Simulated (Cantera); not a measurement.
Cantera run:

```python
import numpy as np
import cantera as ct

gas_names = """
    B BCL BCL2 BCL3 BH BH2 BH3 BN B2 CL CL2 H HCL H2 N NH NH2 NH3 N2 N2H2 N2H4
""".split()
cond_names = """
    B(b) B(L) BN(s) NH4CL(a) NH4CL(b)
""".split()


# ... load() reads the species with a 1 bar reference pressure and builds the phases ...
atoms = {
    'BN': {'B': 1, 'N': 1},
    'HCl': {'H': 1, 'CL': 1},
    'H2': {'H': 2},
}
top_T = {'BN(s)': 3200}  # K; cautious upper limits of use, not melting points


# ... equilibrate(T, P, feed) seeds the gas with the atoms and calls Mixture.equilibrate('TP', solver="vcs", rtol=1e-11, max_steps=5000) ...
results = []
feed = {'BN': 1, 'HCl': 2.2, 'H2': 4.6}  # mol
P = 46  # Pa
for T in [798, 898, 998, 1098, 1198, 1298, 1398, 1498, 1598, 1698]:
    mix = equilibrate(T, P, feed)
    results.append((T, P, feed, dict(zip(mix.species_names, mix.species_moles))))

top = {s: max(r[3][s] / sum(r[3][g] for g in gas_names) for r in results) for s in gas_names}
cols = sorted((s for s in top if top[s] > 1e-06), key=lambda s: -top[s])[:7]
seen = [c for c in cond_names if any(r[3].get(c, 0) > 1e-12 for r in results)]
print("log10 of partial pressures in bar; condensed amounts in mol")
print(f"{'T/K':>10s}" + "".join(f"{s[:9]:>10s}" for s in cols + seen))
for T, P, feed, n in results:
    ng = sum(n[g] for g in gas_names)
    print(f"{T:10.4g}" + "".join(f"{np.log10(max(n[s] / ng * P / 1e5, 1e-99)):10.3f}" for s in cols)
          + "".join(f"{n.get(c, 0):10.4g}" for c in seen))
```

Output:

```
log10 of partial pressures in bar; condensed amounts in mol
       T/K        H2       HCL       BCL        N2         H        CL      BCL2     BN(s)
       798    -3.507    -3.827   -19.952    -9.418   -13.328   -13.632   -16.797         1
       898    -3.507    -3.827   -16.729    -8.784   -11.714   -12.045   -14.497         1
       998    -3.507    -3.827   -14.157    -8.275   -10.421   -10.772   -12.661    0.9998
      1098    -3.507    -3.828   -12.057    -7.859    -9.360    -9.728   -11.161    0.9996
      1198    -3.507    -3.828   -10.311    -7.511    -8.474    -8.857    -9.915    0.9991
      1298    -3.507    -3.828    -8.840    -7.212    -7.723    -8.119    -8.865    0.9982
      1398    -3.507    -3.829    -7.600    -6.923    -7.078    -7.485    -7.986    0.9965
      1498    -3.507    -3.832    -6.596    -6.539    -6.518    -6.937    -7.296    0.9914
      1598    -3.508    -3.838    -5.820    -6.011    -6.028    -6.460    -6.798    0.9711
      1698    -3.511    -3.862    -5.198    -5.460    -5.595    -6.055    -6.437    0.8956
```

Cantera equilibrium calculation (NASA polynomials, part measured and part estimated; ideal gas, pure solids and liquids). The tables' values for BCl, BCl2, BH2 are old estimates; treat these amounts as uncertain. Gases not in the tables: BHCl2.
